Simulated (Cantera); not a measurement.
A closed system holds: 1 mol TiO2, 0.55 mol MgO, 0.22 mol O2, at 848.15 K and 36.8 Torr.

Cantera equilibrium calculation (NASA polynomials, part measured and part estimated; ideal gas, pure solids and liquids). Candidate condensed phases: Mg, MgO, MgTiO3, MgTi2O5, Mg2TiO4, Ti, TiO, TiO2, Ti2O3, Ti3O5, Ti4O7; 9 gas species. Condensed phases not in the tables: alloys, solid solutions and most ternary compounds. The numbers say what is thermodynamically allowed, not how fast it happens.

Base state: O2 1.00 (mole fractions); condensed: MgTiO3(s) + MgTi2O5(s).

### Question
What changes in the equilibrium state with this change: temperature from 848.15 K to 775 K?

### Answer
| species | before | after |
|---|---|---|
| O2 | 1.00 | 1.00 |
| MgTiO3(s), mol | 0.100 | 0.550 |
| MgTi2O5(s), mol | 0.450 | 0 |
| TiO2(rutile), mol | 0 | 0.450 |
